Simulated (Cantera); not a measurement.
**CuO + CH4 + H2 + CO (carbothermic reduction)**

A closed system holds: 1 mol CuO, 1.4 mol CH4, 2.2 mol H2, 13 mol CO, at 0.0100 bar.

These are equilibrium values from Cantera (NASA tables, ideal gas, pure condensed phases), not measurements of a reactor. Candidate condensed phases: C, C6H6, C7H8, C8H18, Cu, CuO, Cu(OH)2, Cu2O, H2O; 113 gas species. Equilibrium is a limit: real reactors are often held back by kinetics, nucleation or transport.

| T (°C) | x CO | x H2 | x H | x Cu | x C2H2 (acetylene) | x C3 | x C2H | x C | n C(graphite) |
|---|---|---|---|---|---|---|---|---|---|
| 1725 | 0.697 | 0.245 | 0.00794 | 0.0498 | 0.000186 | 2.64e-9 | 1.12e-7 | 2.92e-9 | 0.393 |
| 1775 | 0.696 | 0.243 | 0.0110 | 0.0497 | 0.000255 | 8.79e-9 | 2.54e-7 | 8.36e-9 | 0.390 |
| 1825 | 0.695 | 0.240 | 0.0151 | 0.0496 | 0.000343 | 2.76e-8 | 5.53e-7 | 2.28e-8 | 0.386 |
| 1875 | 0.693 | 0.237 | 0.0203 | 0.0495 | 0.000454 | 8.21e-8 | 1.16e-6 | 5.92e-8 | 0.382 |
| 1925 | 0.691 | 0.233 | 0.0269 | 0.0493 | 0.000590 | 2.32e-7 | 2.34e-6 | 1.47e-7 | 0.376 |
| 1975 | 0.688 | 0.227 | 0.0350 | 0.0491 | 0.000753 | 6.25e-7 | 4.58e-6 | 3.52e-7 | 0.369 |
| 2025 | 0.684 | 0.221 | 0.0450 | 0.0489 | 0.000945 | 1.61e-6 | 8.66e-6 | 8.10e-7 | 0.361 |
| 2075 | 0.680 | 0.213 | 0.0570 | 0.0486 | 0.00117 | 3.99e-6 | 1.59e-5 | 1.80e-6 | 0.351 |
| 2125 | 0.675 | 0.204 | 0.0712 | 0.0482 | 0.00141 | 9.48e-6 | 2.82e-5 | 3.86e-6 | 0.339 |
| 2175 | 0.669 | 0.194 | 0.0876 | 0.0478 | 0.00167 | 2.17e-5 | 4.86e-5 | 8.02e-6 | 0.326 |
| 2225 | 0.663 | 0.182 | 0.106 | 0.0473 | 0.00195 | 4.82e-5 | 8.15e-5 | 1.62e-5 | 0.310 |
| 2275 | 0.655 | 0.168 | 0.127 | 0.0468 | 0.00222 | 0.000103 | 0.000133 | 3.18e-5 | 0.291 |
| 2325 | 0.647 | 0.154 | 0.149 | 0.0462 | 0.00248 | 0.000215 | 0.000211 | 6.08e-5 | 0.266 |
x: gas mole fraction; n: condensed amount in mol.

From 1725 °C to 2325 °C the condensed part is C(graphite). The main Cu-bearing gas is Cu throughout.
